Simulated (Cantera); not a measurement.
Input: 1 mol B, 0.069 mol O₂, 8.2 mol H₂, at 94.0 Pa.

These are equilibrium values from Cantera (NASA tables, ideal gas, pure condensed phases), not measurements of a reactor. Candidate condensed phases: B, B₂O₃, B₃O₃H₃, H₂O; 23 gas species. The tables' values for BH₂ are old estimates; treat these amounts as uncertain. The numbers say what is thermodynamically allowed, not how fast it happens. All values below are at 1800 °C.

Base state: H₂ 0.902, H 0.0815, BO 0.00854, HBO 0.00697, BH₂ 0.000632, B 0.000458, B₂O 0.000150, B₂O₂ 0.000132 (mole fractions); condensed: B(s).

**Question.** What changes in the equilibrium state with this change: O₂ from 0.069 to 5.6 mol?

**Answer.** 
```csv
species,before,after
H₂O,2.97e-7,0.714
HBO₂,3.24e-7,0.0922
O₂,<1e-9,0.0840
H₂,0.902,0.0395
OH,3.05e-9,0.0351
O,<1e-9,0.0109
H,0.0815,0.0170
BO₂,4.01e-9,0.00546
BH₂,0.000632,<1e-9
B,0.000458,<1e-9
"B(s), mol",0.851,0
```
